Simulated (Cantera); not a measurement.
## Equilibrium for nitride etching: BN + O2 + N2

Feed: 1 mol BN, a varied amount of O2, 3.8 mol N2, held at 1327 °C and 7.20 Torr.

Method: chemical equilibrium by Gibbs-energy minimisation in Cantera with the NASA 1993 tables (ideal gas, pure condensed phases). Candidate condensed phases: B, BN, B2O3; 17 gas species. Mutual solubility and eutectic melting of coexisting phases are not modelled. Kinetics and transport are ignored.

```csv
n(O2) (mol),x N2,x O2,x B2O3,x NO,x B2O2,n BN(s),n B2O3(l)
0.19,0.983,<1e-12,0.0153,5.04e-10,0.00112,0.743,0.0624
0.24,0.983,<1e-12,0.0153,5.04e-10,0.00112,0.677,0.0952
0.3,0.983,<1e-12,0.0153,5.04e-10,0.00112,0.597,0.135
0.38,0.983,<1e-12,0.0153,5.04e-10,0.00112,0.490,0.187
0.48,0.983,<1e-12,0.0153,5.04e-10,0.00112,0.357,0.253
0.6,0.983,<1e-12,0.0153,5.04e-10,0.00112,0.197,0.331
0.76,0.982,0.00208,0.0153,0.000215,2.62e-9,0,0.432
0.96,0.938,0.0451,0.0153,0.000979,5.62e-10,0,0.428
1.2,0.890,0.0923,0.0153,0.00136,3.93e-10,0,0.424
```
x: gas mole fraction; n: condensed amount in mol.

From 0.19 mol O2 to 0.6 mol O2 the condensed part is BN(s) + B2O3(l). From 0.76 mol O2 to 1.2 mol O2 the condensed part is B2O3(l). The main B-bearing gas is B2O3 throughout. The share of B in condensed phases is highest at 0.19 mol O2 (86.8 %) and lowest at 1.2 mol O2 (84.8 %).
